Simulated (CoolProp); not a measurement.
A single-stage vapour-compression cycle with propane: evaporating at 250.15 K (dew point), condensing at 270.15 K (bubble point), superheat 2 K, subcooling 5 K, compressor efficiency 0.8, no pressure losses. Each further row changes one setting.

Model: reference Helmholtz-energy equation of state, Lemmon 2009, in CoolProp.

```csv
case,cooling COP,pressure ratio,discharge temperature (K),refrigerating effect (kJ/kg),volumetric capacity (kJ/m³)
as stated,9.51,1.97,281.4,371,1830
evaporating temperature 255.15 K,13.1,1.65,(withheld),(withheld),2200
condensing temperature 265.15 K,12.9,(withheld),274.4,384,1890
subcooling 10 K,9.82,1.97,281.4,384,1890
superheat 12 K,(withheld),1.97,291.5,387,1820
compressor efficiency 0.7,(withheld),1.97,284.6,371,1830
```

Task: Complete the blanks.

Result: 
- evaporating temperature 255.15 K, discharge temperature (K): 278.8
- evaporating temperature 255.15 K, refrigerating effect (kJ/kg): 377
- condensing temperature 265.15 K, pressure ratio: 1.68
- superheat 12 K, cooling COP: 9.46
- compressor efficiency 0.7, cooling COP: 8.32
